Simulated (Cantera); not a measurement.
Charge: 1 mol TEOS, 14 mol H2O, at 700 Pa.

Cantera equilibrium calculation (NASA polynomials, part measured and part estimated; ideal gas, pure solids and liquids). Candidate condensed phases: C, C6H6, C7H8, C8H18, H2O, Si, SiC, SiO2; 123 gas species. The feed counts by its element totals alone. The tables hold silica as quartz up to 1696 K and as liquid above; real silica turns to tridymite and cristobalite and melts near 1996 K. Rates play no part.

Which condensed phases are stable at each of these points (T (K)): 1798, 1823, 1848, 1873, 1898, 1923, 1948, 1973, 1998, 2023, 2048?


| T (K) | condensed phases | Si condensed (%) |
|---|---|---|
| 1798 | SiO2(condensed) | 97.8 |
| 1823 | SiO2(condensed) | 96.4 |
| 1848 | SiO2(condensed) | 94.3 |
| 1873 | SiO2(condensed) | 91.0 |
| 1898 | SiO2(condensed) | 86.2 |
| 1923 | SiO2(condensed) | 79.0 |
| 1948 | SiO2(condensed) | 68.6 |
| 1973 | SiO2(condensed) | 53.9 |
| 1998 | SiO2(l) | 33.5 |
| 2023 | SiO2(l) | 6.0 |
| 2048 | gas only | 0.0 |

From 1798 K to 1973 K the condensed part is SiO2(condensed). From 1998 K to 2023 K the condensed part is SiO2(l). At 2048 K nothing is condensed.
